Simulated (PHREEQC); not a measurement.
Solution (25 °C): 0.82 mol/kgw HNO3, 0.0066 mol/kgw K2SO4 and 5.7e-05 mol/kgw CO2. Closed to the air; pH follows from the charge balance.

All values are PHREEQC results (ion-association model, phreeqc.dat), not measurements.

| quantity | before | after |
|---|---|---|
| pH | 0.21 | 2.12 |
| HCO3- (mol/kgw) | 7.36e-11 | 3.71e-11 |

Which change was made?
A) K2SO4 from 0.0066 to 0.00066 mol/kgw
B) CO2 from 5.7e-05 to 5.13e-05 mol/kgw
C) CO2 from 5.7e-05 to 1.14e-05 mol/kgw
D) diluted 100-fold with water
E) diluted 5-fold with water

D, diluted 100-fold with water

No solid was allowed to form. The ionic strength passes 0.7 mol/kgw, the rough limit of the ion-association models, in before.
